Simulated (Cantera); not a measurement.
An isothermal, constant-pressure homogeneous reactor starts with 0.472 % H₂, 92.5 % O₂, 7.03 % N₂, equivalence ratio 0.0026, at 1375 K and 0.00300 bar.

Computed with Cantera and GRI-Mech 3.0 (53 species, 325 reactions). Radical loss at walls, strong at low pressure, is not modelled.

One state of this run: x H₂ = 6.74e-6; x O₂ = 0.922; x OH = 0.000502; x H = 4.22e-5; x H₂O = 0.00444; x HO₂ = 4.06e-8. x: mole fraction; the columns are a selection and need not sum to one.

Problem. Which value of t (s) does it belong to?
(A) 7.00
(B) 3.00e-5
(C) 0.114
(D) 1.77

Solution. A, 7.00
